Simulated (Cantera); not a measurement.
Standard-state values (1 bar) from the NASA 1993 polynomials, evaluated with Cantera. Values are per mole of reaction as written; species without (g) are pure solids or liquids, kept so even where they would boil at 1 bar.

**Question.** Between 300 and 825 K, where is each reaction favourable under standard conditions?
- Na2CO3 = 2 Na + CO(g) + 2 O(g)

**Answer.** 
- Na2CO3 = 2 Na + CO(g) + 2 O(g): ΔG° is 1374 kJ at 300 K and 1113 kJ at 825 K; it stays positive (K < 1). ΔH° is 1515 kJ and ΔS° 487 J/K at 825 K.
